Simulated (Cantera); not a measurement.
Charge: 1 mol Ta, 4.5 mol N₂O, held at 1 atm.

Cantera equilibrium calculation (NASA polynomials, part measured and part estimated; ideal gas, pure solids and liquids). Candidate condensed phases: Ta, Ta₂O₅; 12 gas species. Equilibrium is a limit: real reactors are often held back by kinetics, nucleation or transport. All values below are at 2273 K.

Base state: N₂ 0.811, O₂ 0.174, NO 0.0137, O 0.00176, NO₂ 1.46e-5 (mole fractions); condensed: Ta₂O₅(l).

### Question
What changes in the equilibrium state with this change: pressure from 1 atm to 15.8 Torr?

### Answer
```tsv
species	before	after
N₂	0.811	0.807
O₂	0.174	0.168
NO	0.0137	0.0134
O	0.00176	0.0120
TaO₂	2.19e-7	2.80e-5
NO₂	1.46e-5	2.02e-6
Ta₂O₅(l), mol	0.500	0.500
```
